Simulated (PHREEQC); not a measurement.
**Metal-bearing waste water: an equilibrium model**

Make-up at 25 °C: 0.0054 mol/kgw FeCl3 and 0.012 mol/kgw Na2SO4. Closed to the air; pH follows from the charge balance.

All values are PHREEQC results (ion-association model, phreeqc.dat), not measurements.

Each row changes one thing in this solution. Precipitation was switched off in this run.

```
case                                    pH  ionic strength (mol/kgw)
------------------------------------  ----  ------------------------
as made                               2.99                    0.0417
diluted 10-fold with water            3.33                   0.00510
FeCl3 from 0.0054 to 0.00594 mol/kgw  2.96                    0.0427
Na2SO4 left out                       2.52                    0.0265
temperature from 25 to 30 °C          2.96                    0.0418
Na2SO4 from 0.012 to 0.0012 mol/kgw   2.58                    0.0255
temperature from 25 to 20 °C          3.02                    0.0417
FeCl3 left out                        7.09                    0.0347
FeCl3 from 0.0054 to 0.00108 mol/kgw  3.46                    0.0361
```

Complexes and solids missing from the database can't appear. Some of these states are supersaturated (in Hematite (slow to form), Goethite (slow to form), Fe(OH)3(a), for instance).
